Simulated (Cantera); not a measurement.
A closed system holds: 1 mol B2O3, 8 mol H2O, a varied amount of H2, held at 1823.15 K and 210 Torr.

Cantera equilibrium calculation (NASA polynomials, part measured and part estimated; ideal gas, pure solids and liquids). Candidate condensed phases: B, B2O3, B3O3H3, H2O; 23 gas species. Equilibrium is a limit: real reactors are often held back by kinetics, nucleation or transport.

Question: At 34 mol H2, list the 7 most abundant gas species with their mole fractions, and the condensed phases.

Answer: H2 0.789, H2O 0.164, HBO2 0.0441, B2O3 0.000909, H 0.000728, HBO 0.000600, OH 1.05e-5. Condensed: gas only.
